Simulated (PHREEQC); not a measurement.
Dissolve 0.065 mol/kgw HNO3, 0.001 mol/kgw FeCl3 and 0.0037 mol/kgw MgCl2 at 40 °C. It is in equilibrium with CO2 at log p = 0 (atm). Otherwise closed; pH follows from the charge balance.

Computed with PHREEQC (ion-association model, phreeqc.dat).

| quantity | before | after |
|---|---|---|
| pH | 1.27 | 0.98 |
| HCO3- (mol/kgw) | 2.76e-7 | 1.49e-7 |
| MgHCO3+ (mol/kgw) | 5.59e-9 | 2.61e-9 |

**Question.** Name the change that produced these shifts.
A. FeCl3 left out
B. HNO3 from 0.065 to 0.13 mol/kgw
C. diluted 10-fold with water

**Answer.** B, HNO3 from 0.065 to 0.13 mol/kgw

Precipitation was switched off in this run. Some of these states are supersaturated (in Hematite (slow to form), Goethite (slow to form), for instance). Away from 25 °C the constants follow the database's enthalpies or fits; those with neither stay at their 25 °C values.
